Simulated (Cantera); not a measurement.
What does this Cantera script print?

```python
import numpy as np
import cantera as ct

gas_names = [...]  # 109 gases of nasa_gas.yaml made of C, Cl, H, Si
cond_names = """
    C(gr) C6H6(L) C7H8(L) C8H18(L),n-octa Si(cr) Si(L) SiC(b)
""".split()


# ... load() reads the species with a 1 bar reference pressure and builds the phases ...
atoms = {
    '(CH3)2SiCl2': {'C': 2, 'H': 6, 'Si': 1, 'CL': 2},
    'C2H2': {'C': 2, 'H': 2},
    'H2': {'H': 2},
}
top_T = {'C(gr)': 4500, 'SiC(b)': 3050}  # K; cautious upper limits of use, not melting points


# ... equilibrate(T, P, feed) seeds the gas with the atoms and calls Mixture.equilibrate('TP', solver="vcs", rtol=1e-11, max_steps=5000) ...
results = []
feed = {'(CH3)2SiCl2': 1, 'C2H2': 0.05, 'H2': 39}  # mol
T = 2475  # K
P = 12000  # Pa
mix = equilibrate(T, P, feed)
results.append((T, P, feed, dict(zip(mix.species_names, mix.species_moles))))
x = sorted(zip(gas.X, gas.species_names), reverse=True)
print(f"T = {T:g} K  P = {P:g} Pa  gas = {mix.phase_moles(0):.4g} mol")
print("   x: " + "  ".join(f"{s} {v:.3e}" for v, s in x if v > 1e-06))
print("   condensed (mol): " + ("  ".join(f"{mix.phase(i).name} {mix.phase_moles(i):.4g}"
      for i in range(1, mix.n_phases) if mix.phase_moles(i) > 1e-12) or "none"))
```

Output:

```
T = 2475 K  P = 12000 Pa  gas = 44.95 mol
   x: H2 8.757e-01  H 6.078e-02  HCL 4.069e-02  C2H2,acetylene 8.516e-03  Si 7.394e-03  CL 2.000e-03  SiC2 1.783e-03  Si2C 9.910e-04  SiH 6.581e-04  SiCL2 6.420e-04  SiCL 5.179e-04  SiH2 1.846e-04  Si2 4.293e-05  C2H 4.023e-05  C4H2 3.418e-05  CH3 1.805e-05  CH4 1.438e-05  C2H2,vinylidene 6.094e-06  C2HCL 4.355e-06  SiC 2.978e-06  C3 2.796e-06  CH2 2.575e-06  Si3 1.691e-06
   condensed (mol): C(gr) 0.7124  SiC(b) 0.4042
```

Cantera equilibrium calculation (NASA polynomials, part measured and part estimated; ideal gas, pure solids and liquids). The feed counts by its element totals alone. The tables' values for SiCl are old estimates; treat these amounts as uncertain. Gases not in the tables: Si2H6 and higher silanes.
